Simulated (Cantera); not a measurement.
An adiabatic, constant-pressure homogeneous reactor starts with 7.12 % CH₄, 19.5 % O₂, 73.4 % N₂, at 1525 K and 1600000 Pa.

Detailed kinetics in Cantera: GRI-Mech 3.0 (53 species, 325 reactions). The pressure lies above the range GRI-Mech 3.0 was tuned for (to about 10 atm).

### Question
Predict: time of steepest temperature rise; temperature at 3.00 s; equilibrium temperature; x(O₂) at 3.00 s; x(H₂O₂) at 3.00 s; x(H) at 3.00 s.

### Answer
time of steepest temperature rise: 88.8 µs
temperature at 3.00 s: 2760 K
equilibrium temperature: 2760 K
x(O₂) at 3.00 s: 0.0463 (gas-phase equilibrium 0.0463)
x(H₂O₂) at 3.00 s: 1.33e-6 (gas-phase equilibrium 1.33e-6)
x(H) at 3.00 s: 0.000957 (gas-phase equilibrium 0.000957)
